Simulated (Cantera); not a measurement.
A Cantera script and its output.

```python
import numpy as np
import cantera as ct

gas = ct.Solution("h2o2.yaml")
gas.TPX = 1300, 1200, {'H2': 0.0057, 'O2': 1}
reactor = ct.IdealGasConstPressureReactor(gas, energy="off", clone=False)
net = ct.ReactorNet([reactor])
net.rtol, net.atol = 1e-08, 1e-18
show = ['H2', 'O2', 'H2O2', 'O', 'OH', 'HO2']
times = np.geomspace(9e-06, 2, 9)

steps = ct.SolutionArray(gas, extra=["t"])
rows = []
print(f"{'t/s':>10s}{'T/K':>9s}{'P/Pa':>11s}" + "".join(f"{s:>11s}" for s in show))
for t in times:
    while net.time < t:
        t_next = net.step()
        steps.append(gas.state, t=t_next)
    rows.append([np.interp(t, steps.t, y) for y in (steps.T, steps.P, *steps(*show).X.T)])
    print(f"{t:10.3e}{rows[-1][0]:9.1f}{rows[-1][1]:11.4g}" + "".join(f"{x:11.3e}" for x in rows[-1][2:]))
rate = np.gradient(steps.T, steps.t)
print("integrator steps:", len(steps.t))
if steps.T.max() > steps.T[0] + 200:
    print(f"time of steepest temperature rise: {steps.t[rate.argmax()]:.4e} s")
gas.TPX = 1300, 1200, {'H2': 0.0057, 'O2': 1}
gas.equilibrate("TP")
print(f"equilibrium (TP): T = {gas.T:.1f} K  " + "  ".join(f"{s} {gas[s].X[0]:.3e}" for s in show))
```

Result:

```
       t/s      T/K       P/Pa         H2         O2       H2O2          O         OH        HO2
 9.000e-06   1300.0       1200  5.668e-03  9.943e-01  1.007e-15  3.201e-11  3.194e-11  2.400e-10
 4.194e-05   1300.0       1200  5.668e-03  9.943e-01  2.177e-14  5.093e-10  5.038e-10  1.119e-09
 1.954e-04   1300.0       1200  5.668e-03  9.943e-01  4.668e-13  4.808e-09  4.555e-09  5.214e-09
 9.105e-04   1300.0       1200  5.668e-03  9.943e-01  9.589e-12  4.609e-08  3.850e-08  2.430e-08
 4.243e-03   1300.0       1200  5.659e-03  9.943e-01  1.678e-10  5.725e-06  4.430e-06  1.190e-07
 1.977e-02   1300.0       1200  1.631e-05  9.889e-01  7.663e-09  5.033e-03  6.177e-04  3.210e-07
 9.212e-02   1300.0       1200  1.203e-05  9.895e-01  7.115e-09  4.500e-03  5.701e-04  2.969e-07
 4.292e-01   1300.0       1200  7.674e-06  9.912e-01  6.290e-09  2.829e-03  4.558e-04  2.341e-07
 2.000e+00   1300.0       1200  2.022e-06  9.935e-01  3.701e-09  7.292e-04  2.345e-04  1.086e-07
integrator steps: 850
equilibrium (TP): T = 1300.0 K  H2 4.542e-09  O2 9.943e-01  H2O2 3.402e-11  O 1.621e-06  OH 1.118e-05  HO2 9.480e-09
```

Computed with Cantera and the H2/O2 subset of GRI-Mech 3.0, which has no nitrogen chemistry. Radical loss at walls, strong at low pressure, is not modelled.
